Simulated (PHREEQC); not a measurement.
BaCl2 is added in steps, without added water, to 1 kg of water holding 0.0014 mol (NH4)2CO3, at 25 °C. Oxygen is held at 0.21 atm. CO2 is held at log p = -2 (atm). Solids allowed: Witherite. Others were left out.

Base run: PHREEQC, ion-association model, phreeqc.dat. Each further column changes one thing. The table gives pH.

```tsv
BaCl2 added (mol)	base	(NH4)2CO3 from 0.0014 to 0.0021 mol/kgw	0.0012 mol/kgw H2SO4 added
0	7.24	7.41	6.39
0.001575	7.22	7.33	6.39
0.002625	7.19	7.24	6.38
0.0042	7.10	7.14	6.36
0.005775	7.05	7.07	6.35
0.006825	7.02	7.04	6.35
0.0084	6.98	7.00	6.34
```

 Solids allowed in the column '0.0012 mol/kgw H2SO4 added': Witherite, Barite.
